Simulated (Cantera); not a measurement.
A closed system holds: 1 mol Pb, 0.49 mol O2, 59 mol N2, at 58.0 mbar.

Equilibrium computed with Cantera from the NASA thermochemical tables; the gas is ideal and each condensed phase is pure. Candidate condensed phases: Pb, PbO, PbO2, Pb3O4; 12 gas species. Gases not in the tables: (PbO)n polymers. Kinetics and transport are ignored.

x: gas mole fraction; n: condensed amount in mol.

```tsv
T (K)	x N2	x PbO	x Pb	x O2	x NO	x O	n PbO(yellow)	n PbO(l)
1048	1.000	2.40e-5	0.000339	3.45e-10	2.36e-9	<1e-12	0.979	0
1098	1.000	0.000101	0.000339	2.28e-8	3.10e-8	1.49e-12	0.974	0
1148	0.999	(withheld)	0.000341	(withheld)	(withheld)	(withheld)	0.958	0
1198	0.998	0.00113	0.000385	2.21e-5	2.22e-6	4.68e-10	0	0.911
1248	0.996	0.00303	0.000652	0.000153	8.44e-6	3.42e-9	0	0.782
1298	0.991	(withheld)	(withheld)	(withheld)	(withheld)	(withheld)	0	(withheld)
1348	0.982	0.0140	0.00269	0.00116	4.43e-5	5.76e-8	0	0
```

### Question
Fill in the missing entries.

### Answer

- 1298, x PbO: 0.00752
- 1298, x Pb: 0.00140
- 1298, x O2: 0.000521
- 1298, x NO: 2.18e-5
- 1298, x O: 1.62e-8
- 1298, n PbO(l): 0.469
- 1148, x PbO: 0.000373
- 1148, x O2: 1.02e-6
- 1148, x NO: 3.21e-7
- 1148, x O: 3.33e-11
